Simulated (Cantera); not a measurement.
## Adiabatic ignition

An adiabatic, constant-volume homogeneous reactor starts with 3.04 % CH₄, 0.100 % CO, 12.2 % O₂, 84.4 % N₂, 0.194 % H₂O, equivalence ratio 0.50, at 1350 K and 1280 Torr.

Detailed kinetics in Cantera: GRI-Mech 3.0 (53 species, 325 reactions).

```json
[
 {"t (s)": "3.00e-6", "T (K)": "1350", "P (bar)": "1.70", "x CH₄": "0.0304", "x CO": "0.00100", "x O₂": "0.122", "x H₂O₂": "1.88e-11", "x O": "2.81e-10", "x C₂H₂": "<1e-12"},
 {"t (s)": "1.26e-5", "T (K)": "1350", "P (bar)": "1.70", "x CH₄": "0.0304", "x CO": "0.00100", "x O₂": "0.122", "x H₂O₂": "2.79e-10", "x O": "3.88e-10", "x C₂H₂": "<1e-12"},
 {"t (s)": "5.27e-5", "T (K)": "1350", "P (bar)": "1.70", "x CH₄": "0.0304", "x CO": "0.00100", "x O₂": "0.122", "x H₂O₂": "2.76e-9", "x O": "7.17e-10", "x C₂H₂": "<1e-12"},
 {"t (s)": "0.000221", "T (K)": "1350", "P (bar)": "1.70", "x CH₄": "0.0304", "x CO": "0.00100", "x O₂": "0.122", "x H₂O₂": "1.35e-8", "x O": "2.91e-9", "x C₂H₂": "<1e-12"},
 {"t (s)": "0.000924", "T (K)": "1350", "P (bar)": "1.70", "x CH₄": "0.0303", "x CO": "0.00100", "x O₂": "0.122", "x H₂O₂": "2.82e-8", "x O": "2.62e-8", "x C₂H₂": "6.05e-11"},
 {"t (s)": "0.00387", "T (K)": "1361", "P (bar)": "1.71", "x CH₄": "0.0287", "x CO": "0.00130", "x O₂": "0.121", "x H₂O₂": "5.72e-7", "x O": "3.20e-7", "x C₂H₂": "1.76e-7"},
 {"t (s)": "0.0162", "T (K)": "2184", "P (bar)": "2.75", "x CH₄": "<1e-12", "x CO": "0.000411", "x O₂": "0.0605", "x H₂O₂": "8.15e-8", "x O": "0.000364", "x C₂H₂": "<1e-12"},
 {"t (s)": "0.0680", "T (K)": "2180", "P (bar)": "2.75", "x CH₄": "<1e-12", "x CO": "0.000403", "x O₂": "0.0598", "x H₂O₂": "8.01e-8", "x O": "0.000353", "x C₂H₂": "<1e-12"},
 {"t (s)": "0.285", "T (K)": "2171", "P (bar)": "2.74", "x CH₄": "<1e-12", "x CO": "0.000385", "x O₂": "0.0582", "x H₂O₂": "7.70e-8", "x O": "0.000330", "x C₂H₂": "<1e-12"},
 {"t (s)": "1.19", "T (K)": "2167", "P (bar)": "2.73", "x CH₄": "<1e-12", "x CO": "0.000377", "x O₂": "0.0576", "x H₂O₂": "7.57e-8", "x O": "0.000320", "x C₂H₂": "<1e-12"},
 {"t (s)": "5.00", "T (K)": "2167", "P (bar)": "2.73", "x CH₄": "<1e-12", "x CO": "0.000377", "x O₂": "0.0576", "x H₂O₂": "7.57e-8", "x O": "0.000320", "x C₂H₂": "<1e-12"}
]
```
x: mole fraction; the columns are a selection and need not sum to one.

```
Item                                                                   Value
---------------------------------  -----------------------------------------
time of steepest temperature rise                                    4.99 ms
temperature at 5.00 s                                                 2167 K
equilibrium temperature                                               2167 K
x(CH₄) at 5.00 s                       <1e-12 (gas-phase equilibrium <1e-12)
x(CO) at 5.00 s                    0.000377 (gas-phase equilibrium 0.000377)
x(O₂) at 5.00 s                        0.0576 (gas-phase equilibrium 0.0576)
```
